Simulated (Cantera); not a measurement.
## Thermodynamics of boron, boron nitride and boron oxide, feed B2O3 + NH3

Feed: 1 mol B2O3, a varied amount of NH3, held at 2052 °C and 300 Torr.

These are equilibrium values from Cantera (NASA tables, ideal gas, pure condensed phases), not measurements of a reactor. Candidate condensed phases: B, BN, B2O3, B3O3H3, H2O; 39 gas species. Kinetics and transport are ignored.

| n(NH3) (mol) | x H2 | x N2 | x B2O3 | x HBO2 | x HBO | x BO | x B2O2 | x H |
|---|---|---|---|---|---|---|---|---|
| 1.3 | 0.436 | 0.178 | 0.164 | 0.0989 | 0.0651 | 0.0189 | 0.0175 | 0.0115 |
| 4.3 | 0.599 | 0.221 | 0.0428 | 0.0502 | 0.0458 | 0.0113 | 0.00629 | 0.0135 |
| 7.3 | 0.643 | 0.231 | 0.0208 | 0.0336 | 0.0358 | 0.00854 | 0.00357 | 0.0140 |
| 10 | 0.663 | 0.236 | 0.0130 | 0.0257 | 0.0303 | 0.00711 | 0.00248 | 0.0142 |
| 13 | 0.677 | 0.238 | 0.00865 | 0.0202 | 0.0261 | 0.00606 | 0.00180 | 0.0143 |
| 16 | 0.686 | 0.240 | 0.00617 | 0.0165 | 0.0230 | 0.00531 | 0.00138 | 0.0144 |
| 19 | 0.692 | 0.241 | 0.00461 | 0.0139 | 0.0207 | 0.00475 | 0.00111 | 0.0145 |
| 22 | 0.697 | 0.242 | 0.00357 | 0.0119 | 0.0188 | 0.00431 | 0.000910 | 0.0145 |
| 25 | 0.701 | 0.243 | 0.00284 | 0.0104 | 0.0173 | 0.00395 | 0.000765 | 0.0146 |
| 28 | 0.704 | 0.243 | 0.00231 | 0.00913 | 0.0160 | 0.00365 | 0.000654 | 0.0146 |
x: gas mole fraction; nothing condenses.

From 1.3 mol NH3 to 28 mol NH3 nothing is condensed. The main B-bearing gas is B2O3 at 1.3 mol NH3 and HBO at 28 mol NH3.
